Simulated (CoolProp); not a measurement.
Cyclopropane along the isotherm 452.2 K: fugacity coefficient from the reference equation and from simpler models built on Tc = 398.7 K, pc = 5605 kPa, ω = 0.131; each cubic takes its own stable root.

Computed with CoolProp (reference Helmholtz-energy equation of state, Polt 1992). This equation is an older, rougher fit; its heat capacities, sound speeds and derivatives of the liquid may be far off and weren't checked against measurements.

```json
[
 {"p (kPa)": "3110", "phase": "gas", "reference": "0.8736"},
 {"p (kPa)": "6220", "phase": "supercritical", "reference": "0.7564"},
 {"p (kPa)": "9330", "phase": "supercritical", "reference": "0.6469"},
 {"p (kPa)": "12400", "phase": "supercritical", "reference": "0.5561"},
 {"p (kPa)": "15600", "phase": "supercritical", "reference": "0.4904"},
 {"p (kPa)": "18700", "phase": "supercritical", "reference": "0.4472"},
 {"p (kPa)": "21800", "phase": "supercritical", "reference": "0.4167"},
 {"p (kPa)": "24900", "phase": "supercritical", "reference": "0.3948"},
 {"p (kPa)": "28000", "phase": "supercritical", "reference": "0.3788"}
]
```

Task: How far does each simpler model (van der Waals, Redlich-Kwong, Peng-Robinson) lie from the reference over these 9 states: mean and median of the absolute difference, and the worst?

Result: 
- van der Waals: mean 3.6 %, median 1.6 %, worst +10.4 % at 452.2 K and 28000 kPa
- Redlich-Kwong: mean 1.5 %, median 1.2 %, worst +3.8 % at 452.2 K and 28000 kPa
- Peng-Robinson: mean 1.6 %, median 1.3 %, worst -2.7 % at 452.2 K and 9330 kPa
